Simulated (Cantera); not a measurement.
Input (Python, Cantera) and output of one run.

```python
import numpy as np
import cantera as ct

gas_names = """
    B BH BH2 BH3 BN BO BO2 B2 B2O B2O2 B2O3 B3O3H3 H HBO HBO2 HNO HNO2 HNO3 HO2 H2 H2O H2O2 H3B3O6 N NH
    NH2 NH3 NH2OH NO NO2 NO3 N2 N2H2 N2H4 N2O O OH O2 O3
""".split()
cond_names = """
    B(b) B(L) BN(s) B2O3(L) B3O3H3(cr) H2O(s) H2O(L)
""".split()


# ... load() reads the species with a 1 bar reference pressure and builds the phases ...
atoms = {
    'B2O3': {'B': 2, 'O': 3},
    'H2': {'H': 2},
    'N2': {'N': 2},
}
top_T = {'BN(s)': 3200}  # K; cautious upper limits of use, not melting points


# ... equilibrate(T, P, feed) seeds the gas with the atoms and calls Mixture.equilibrate('TP', solver="vcs", rtol=1e-11, max_steps=5000) ...
results = []
feed = {'B2O3': 1, 'H2': 2.6, 'N2': 13}  # mol
T = 1275  # K
P = 20  # Pa
mix = equilibrate(T, P, feed)
results.append((T, P, feed, dict(zip(mix.species_names, mix.species_moles))))
print(gas.report(threshold=0.001))
for i in range(1, mix.n_phases):
    print(f"{mix.phase(i).name:16s} {mix.phase_moles(i):12.5e} mol")
```

Output:

```
       temperature   1275 K
          pressure   20 Pa
           density   4.481e-05 kg/m^3
  mean mol. weight   23.751 kg/kmol
   phase of matter   gas

                          1 kg             1 kmol
                     ---------------   ---------------
          enthalpy        1.2294e+06          2.92e+07  J
   internal energy        7.8309e+05        1.8599e+07  J
           entropy             12666        3.0082e+05  J/K
    Gibbs function       -1.4919e+07       -3.5435e+08  J
 heat capacity c_p            1415.6             33623  J/K
 heat capacity c_v            1065.6             25308  J/K

                      mass frac. Y      mole frac. X     chem. pot. / RT
                     ---------------   ---------------   ---------------
              HBO2         0.0026166         0.0014184           -101.15
                H2          0.014049           0.16552           -28.458
                N2           0.98153           0.83218           -34.228
     [  +36 minor]         0.0017992        0.00088504

B(b)              0.00000e+00 mol
BN(s)             6.45718e-03 mol
B2O3(L)           9.75901e-01 mol
B3O3H3(cr)        0.00000e+00 mol
```

Equilibrium computed with Cantera from the NASA thermochemical tables; the gas is ideal and each condensed phase is pure. N2 is the only nitrogen source here; it is nearly inert below about 1500 K, so the nitride shown seldom forms there in practice. Mutual solubility and eutectic melting of coexisting phases are not modelled.
